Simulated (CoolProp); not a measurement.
The numbers come from the reference Helmholtz-energy equation of state, Lemmon 2006 in CoolProp. It is a short technical equation, of lower accuracy than the large ones.

**Question.** Give the vapour pressure (kPa), liquid density (kg/m³), vapour density (kg/m³), enthalpy of vaporisation (kJ/kg) of saturated C3F8 (R218) at -69.15, -57.45 °C.

**Answer.** 
```csv
T (°C),p (kPa),liquid density (kg/m³),vapour density (kg/m³),enthalpy of vaporisation (kJ/kg)
-69.15,17.7,1730,1.99,116
-57.45,35.7,1690,3.85,112
```
